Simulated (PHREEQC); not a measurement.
Solution (85 °C): 0.082 mol/kgw CaCl2, 0.029 mol/kgw Na2HPO4 and 4.1e-05 mol/kgw H4SiO4. Closed to the air; pH follows from the charge balance.

Model: ion-association model, phreeqc.dat, run in PHREEQC.

```
quantity              before    after
-------------------  -------  -------
pH                      7.14     7.52
H3SiO4- (mol/kgw)    5.53e-7  1.12e-6
SI of Quartz (SiO2)    -1.12    -1.14
```

Question: What was changed between the two runs?
A) Na2HPO4 from 0.029 to 0.0145 mol/kgw
B) CaCl2 left out
C) diluted 5-fold with water
D) CaCl2 from 0.082 to 0.0164 mol/kgw
E) Na2HPO4 left out

Answer: D, CaCl2 from 0.082 to 0.0164 mol/kgw

Precipitation was switched off in this run. Some of these states are supersaturated (in Hydroxyapatite, for instance). Constants without temperature data keep their 25 °C values here.
